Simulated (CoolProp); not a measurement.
CF4 (R14) along the isobar 5.58 MPa: fugacity coefficient from the reference equation and from simpler models built on Tc = -45.8 °C, pc = 3.762 MPa, ω = 0.178; each cubic takes its own stable root.

Computed with CoolProp (reference Helmholtz-energy equation of state, Platzer 1990). This equation is an older, rougher fit; its heat capacities, sound speeds and derivatives of the liquid may be far off and weren't checked against measurements.

| T (°C) | phase | reference | van der Waals | Redlich-Kwong | Soave-Redlich-Kwong | Peng-Robinson |
|---|---|---|---|---|---|---|
| -123.75 | liquid | 0.02972 | 0.1206 | 0.04092 | 0.02990 | 0.02916 |
| -90.25 | liquid | 0.1502 | 0.2743 | 0.1778 | 0.1534 | 0.1469 |
| -56.85 | liquid | 0.3927 | 0.4659 | 0.4126 | 0.4017 | 0.3838 |
| -23.35 | supercritical | 0.6536 | 0.6481 | [?] | 0.6587 | 0.6303 |
| 10.15 | supercritical | [?] | 0.7556 | 0.7619 | 0.7873 | [?] |
| 43.55 | supercritical | 0.8529 | 0.8203 | [?] | 0.8649 | 0.8354 |
| 77.05 | supercritical | 0.9036 | 0.8649 | 0.8813 | [?] | 0.8885 |
| 110.45 | supercritical | 0.9393 | 0.8970 | 0.9145 | [?] | 0.9254 |

Question: Fill in the missing entries.

Answer: 
- -23.35, Redlich-Kwong: 0.6432
- 10.15, reference: 0.7782
- 10.15, Peng-Robinson: 0.7570
- 43.55, Redlich-Kwong: 0.8334
- 77.05, Soave-Redlich-Kwong: 0.9161
- 110.45, Soave-Redlich-Kwong: 0.9508
